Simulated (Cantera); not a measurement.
Counterflow diffusion flame

A counterflow diffusion flame at 62000 Pa, nozzles 20 mm apart: fuel side 85.5 % CH4, 14.5 % H2 at 473 K, oxidiser side 19.0 % O2, 81.0 % N2 at 573 K, fuel mass flux 0.8 times the oxidiser's; mixture-averaged transport, no radiation.

Computed with Cantera and GRI-Mech 3.0 (53 species, 325 reactions). GRI-Mech 3.0 has no aromatics or soot, which form on the fuel side of real flames. The maximum strain rate includes the flame's own expansion and is several times the mean. A flux with no burning solution from the previous one only brackets extinction.

```tsv
oxidiser flux (kg/m²/s)	max strain (1/s)	mean strain (1/s)	T max (K)	peak x OH	peak x H	peak x NO	peak x CO	peak x C2H2
0.37	424	116	2012	0.00778	0.00677	0.000153	0.0471	0.0101
0.54	605	170	1988	0.00745	0.00696	0.000122	0.0469	0.00932
0.78	860	245	1967	0.00713	0.00712	9.47e-5	0.0473	0.00849
1.1	1190	346	1939	0.00664	0.00708	6.80e-5	0.0479	0.00736
1.6	1700	504	1895	0.00583	0.00669	4.01e-5	0.0488	0.00564
2.4	2440	755	1780	0.00384	0.00480	9.69e-6	0.0484	0.00234
```
x: mole fraction; the columns are a selection and need not sum to one.

At the next flux tried, 3.5 kg/m²/s, no burning solution was found from the previous one.
